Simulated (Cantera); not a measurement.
CH4 + CO2 + H2 + H2O (carbon deposition, reforming and gasification)

Feed: 1 mol CH4, 1.2 mol CO2, 1 mol H2, 0.026 mol H2O, held at 2550 K.

These are equilibrium values from Cantera (NASA tables, ideal gas, pure condensed phases), not measurements of a reactor. Candidate condensed phases: C, C6H6, C7H8, C8H18, H2O; 110 gas species. The ideal-gas law is rough above about 30 bar. Rates play no part.

From 10.0 Pa to 1.00e7 Pa nothing is condensed. The main C-bearing gas is CO throughout.

```json
[
 {"P (Pa)": "10", "x H": "0.656", "x H2": "0.0443", "x CO": "0.272", "x H2O": "0.000754", "x O": "0.0237", "x OH": "0.00245"},
 {"P (Pa)": "100", "x H": "0.445", "x H2": "0.204", "x CO": "0.319", "x H2O": "0.0135", "x O": "0.00924", "x OH": "0.00648"},
 {"P (Pa)": "1000", "x H": "0.195", "x H2": "0.392", "x CO": "0.374", "x H2O": "0.0300", "x O": "0.00107", "x OH": "0.00328"},
 {"P (Pa)": "10000", "x H": "0.0689", "x H2": "0.488", "x CO": "0.402", "x H2O": "0.0359", "x O": "0.000102", "x OH": "0.00111"},
 {"P (Pa)": "100000", "x H": "0.0226", "x H2": "0.523", "x CO": "0.411", "x H2O": "0.0377", "x O": "1.00e-5", "x OH": "0.000356"},
 {"P (Pa)": "1000000", "x H": "0.00721", "x H2": "0.535", "x CO": "0.415", "x H2O": "0.0383", "x O": "9.96e-7", "x OH": "0.000113"},
 {"P (Pa)": "10000000", "x H": "0.00229", "x H2": "0.539", "x CO": "0.416", "x H2O": "0.0385", "x O": "9.95e-8", "x OH": "3.59e-5"}
]
```
x: gas mole fraction; nothing condenses.
